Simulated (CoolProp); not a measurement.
A simple Rankine cycle with R236FA: condensing at 316.15 K, boiler at 1.52 MPa, turbine inlet 399 K, turbine efficiency 0.7, pump efficiency 0.7, no recuperator. Each further row changes one setting.

Values from CoolProp's reference Helmholtz-energy equation of state, Pan 2012.

| case | thermal efficiency (%) | net work (kJ/kg) | heat in (kJ/kg) | turbine exit temperature (K) | volume ratio over the turbine |
|---|---|---|---|---|---|
| as stated | [?] | 13.7 | 202 | 372.7 | 3.41 |
| condensing temperature 308.15 K | 7.9 | 16.7 | 212 | 368.3 | 4.34 |
| boiler pressure 1.06 MPa | 4.9 | [?] | [?] | 382.4 | 2.28 |
| turbine efficiency 0.6 | 5.7 | 11.6 | 202 | 374.9 | 3.43 |

**Question.** Some entries are withheld; supply them.

**Answer.** 
- as stated, thermal efficiency (%): 6.8
- boiler pressure 1.06 MPa, net work (kJ/kg): 10.1
- boiler pressure 1.06 MPa, heat in (kJ/kg): 208
